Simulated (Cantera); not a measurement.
**N2O furnace oxynitridation**

An isothermal, constant-pressure homogeneous reactor starts with N2O : N2 = 1 : 0.12 (molar parts), at 1198 K and 0.270 bar.

Cantera simulation using GRI-Mech 3.0 (53 species, 325 reactions); the numbers are that mechanism's predictions, not measurements. GRI-Mech 3.0 was tuned for natural gas; its chemistry of N2O as a main component is partial and can be far from experiment. The mechanism lacks the step 2 NO + O2 → 2 NO2, which can matter for NO2 below about 1400 K. The temperature is held fixed by assumption; the heat of reaction is taken as removed at once.

```json
[
 {"t (s)": "8.00e-5", "x N2O": "0.893", "x O2": "3.55e-6", "x NO": "8.25e-7", "x N2": "0.107", "x NO2": "1.44e-12", "x O": "1.68e-6"},
 {"t (s)": "0.000424", "x N2O": "0.893", "x O2": "2.52e-5", "x NO": "5.86e-6", "x N2": "0.107", "x NO2": "7.26e-11", "x O": "1.75e-6"},
 {"t (s)": "0.00225", "x N2O": "0.892", "x O2": "0.000140", "x NO": "3.26e-5", "x N2": "0.107", "x NO2": "2.23e-9", "x O": "1.75e-6"},
 {"t (s)": "0.0119", "x N2O": "0.890", "x O2": "0.000750", "x NO": "0.000174", "x N2": "0.109", "x NO2": "5.95e-8", "x O": "1.75e-6"},
 {"t (s)": "0.0632", "x N2O": "0.880", "x O2": "0.00395", "x NO": "0.000917", "x N2": "0.115", "x NO2": "1.22e-6", "x O": "1.75e-6"},
 {"t (s)": "0.335", "x N2O": "0.828", "x O2": "0.0201", "x NO": "0.00466", "x N2": "0.147", "x NO2": "1.21e-5", "x O": "1.73e-6"},
 {"t (s)": "1.78", "x N2O": "0.610", "x O2": "0.0876", "x NO": "0.0200", "x N2": "0.282", "x NO2": "6.01e-5", "x O": "1.66e-6"},
 {"t (s)": "9.43", "x N2O": "0.168", "x O2": "0.226", "x NO": "0.0489", "x N2": "0.557", "x NO2": "0.000156", "x O": "1.20e-6"},
 {"t (s)": "50.0", "x N2O": "0.00296", "x O2": "0.280", "x NO": "0.0546", "x N2": "0.662", "x NO2": "0.000313", "x O": "7.35e-8"}
]
```
x: mole fraction; the columns are a selection and need not sum to one.

Equilibrium at this temperature and pressure: N2O 7.50e-9, O2 0.309, NO 0.000220, N2 0.691, NO2 2.35e-6, O 2.58e-8 (gas phase only).
